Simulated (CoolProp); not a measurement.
Vapour-liquid equilibrium of ethylbenzene (1) + m-xylene (2) at 0.279 MPa; x and y are mole fractions of (1).

Values from CoolProp's multi-fluid Helmholtz-energy mixture model, Zhou 2012 and Zhou 2012; pair parameters Bell 2016.

```tsv
x	bubble temperature, mixture model (K)	bubble temperature, Raoult's law (K)	y, mixture model	y, Raoult's law
0.05	454.3	454.3	0.053	0.053
0.125	454.0	454.1	0.132	0.132
0.2	453.8	453.9	0.210	0.210
0.275	453.5	453.7	0.287	0.287
0.35	453.3	453.4	0.364	0.364
0.425	453.1	453.2	0.439	0.440
0.5	452.8	453.0	0.514	0.515
0.575	452.6	452.8	0.588	0.590
0.65	452.4	452.6	0.662	0.664
0.725	452.2	452.4	0.735	0.737
0.8	452.1	452.2	0.807	0.810
0.875	451.9	452.0	0.880	0.882
0.95	451.7	451.7	0.952	0.953
```

The largest gap from Raoult's law is -0.2 K in bubble temperature, at x = 0.5. No azeotrope shows between x = 0.05 and 0.95.

The pair parameters rest on a limited set of measurements; away from them the model extrapolates.
